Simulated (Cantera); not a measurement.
Mixture: CH4 : H2 : O2 : N2 : H2O = 1 : 0.095 : 2.53 : 9.5 : 1.2 (molar parts), at 760 Torr, adiabatic and at constant pressure. Ignition delay is the time to a rise of 400 K.

Cantera simulation using GRI-Mech 3.0 (53 species, 325 reactions); the numbers are that mechanism's predictions, not measurements.

Problem. At T0 = 1150 K, what is the delay, and which 5 reactions control it most (d ln τ / d ln k, from doubling and halving each rate constant)?

Solution. The delay is 30.7 ms.
| reaction | d ln τ / d ln k | faster rate |
|---|---|---|
| 2 CH3 (+M) <=> C2H6 (+M) | 0.76 | lengthens it |
| H + O2 <=> O + OH | -0.66 | shortens it |
| CH3 + HO2 <=> CH3O + OH | -0.38 | shortens it |
| CH4 + OH <=> CH3 + H2O | 0.38 | lengthens it |
| CH3 + O2 <=> CH2O + OH | -0.22 | shortens it |
